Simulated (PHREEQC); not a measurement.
Model water analysis in mg/L, 25 °C, pH 6.39, pe 11.1: Na 138; K 5.22; Ca 212; Mg 100; Cl 199; S(6) as SO4 208; Alkalinity as HCO3 938; Si as SiO2 0.377; Cd 25.7.

Valence states are taken as typed.

The numbers come from PHREEQC with the ion-association model, wateq4f.dat.

Question: The ionic strength comes out as 0.0327 mol/kgw. What activity coefficients do Cd+2, CO3-2, Ca+2, SO4-2, CdHCO3+ get?

Answer: Cd+2 0.51, CO3-2 0.53, Ca+2 0.53, SO4-2 0.52, CdHCO3+ 0.85.

Precipitation was switched off in this run. Examples of supersaturated solids here: Otavite. Others may be too. The database's cadmium carbonate complexes are estimates of doubtful size.
